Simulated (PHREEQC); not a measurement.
Consider water at 25 °C with 0.065 mol NaOH, 0.00029 mol K2SiO3 and 0.018 mol (CH3)4NCl per kg of water. Closed to the air; pH follows from the charge balance.

The numbers come from PHREEQC with the ion-association model, phreeqc.dat.

```csv
quantity,before,after
pH,12.70,11.76
H3SiO4- (mol/kgw),0.000175,0.000271
H2SiO4-2 (mol/kgw),0.000115,1.62e-5
SI of Quartz (SiO2),-2.75,-1.58
```

Problem. Which change was made?
A. NaOH from 0.065 to 0.0065 mol/kgw
B. (CH3)4NCl replaced by TMAH at the same molality
C. 0.064 mol/kgw NaCl added
D. NaOH from 0.065 to 0.13 mol/kgw
E. (CH3)4NCl from 0.018 to 0.18 mol/kgw

Solution. A, NaOH from 0.065 to 0.0065 mol/kgw

Precipitation was switched off in this run. (CH3)4N+ isn't in the database: it is added as a free cation with an ion size of 4 Å.
